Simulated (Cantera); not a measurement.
A perfectly stirred reactor is fed with CO : H2 : CH4 : O2 : N2 = 1 : 0.13 : 0.12 : 0.671 : 2.52 (molar parts), equivalence ratio 1.2, at 9.87 atm; it is adiabatic with a 348 K inlet, and is followed from long to short residence time, starting on the burning branch (τ in s: 0.081, 0.035, 0.015, 0.0067, 0.0029, 0.0013, 0.00056, 0.00024, 0.00011, 4.6e-05, 2e-05, 8.9e-06).

Computed with Cantera and GRI-Mech 3.0 (53 species, 325 reactions).

### Question
What does this change do: pressure from 9.87 atm to 0.434 atm?

### Answer
| quantity | before | after |
|---|---|---|
| blow-out, bracketed by the residence times tried | burning at 8.90 µs, the shortest tried | burning at 0.240 ms, out at 0.110 ms |
| x(CO) at τ = 81.0 ms | 0.0655 | 0.0812 |
| x(H2) at τ = 81.0 ms | 0.00444 | 0.00612 |
| x(CH4) at τ = 81.0 ms | 3.30e-7 | 1.28e-6 |
| x(NO2) at τ = 81.0 ms | 1.93e-7 | 1.29e-7 |
| x(CH3) at τ = 81.0 ms | 2.05e-7 | 6.47e-7 |
| x(CO) at τ = 0.560 ms | 0.0750 | 0.118 |
| x(H2) at τ = 0.560 ms | 0.00525 | 0.0117 |
| x(CH4) at τ = 0.560 ms | 1.37e-5 | 7.90e-5 |
| x(NO2) at τ = 0.560 ms | 2.76e-7 | 2.70e-9 |
| x(CH3) at τ = 0.560 ms | 7.31e-6 | 1.21e-5 |

### Question
What does this change do: inlet temperature 348 to 775 K?

### Answer
```csv
quantity,before,after
"blow-out, bracketed by the residence times tried","burning at 8.90 µs, the shortest tried","burning at 8.90 µs, the shortest tried"
x(CO) at τ = 81.0 ms,0.0655,0.0769
x(H2) at τ = 81.0 ms,0.00444,0.00487
x(CH4) at τ = 81.0 ms,3.30e-7,6.96e-8
x(NO2) at τ = 81.0 ms,1.93e-7,1.39e-6
x(CH3) at τ = 81.0 ms,2.05e-7,5.22e-8
x(CO) at τ = 0.560 ms,0.0750,0.0828
x(H2) at τ = 0.560 ms,0.00525,0.00533
x(CH4) at τ = 0.560 ms,1.37e-5,7.10e-6
x(NO2) at τ = 0.560 ms,2.76e-7,1.02e-6
x(CH3) at τ = 0.560 ms,7.31e-6,4.81e-6
```
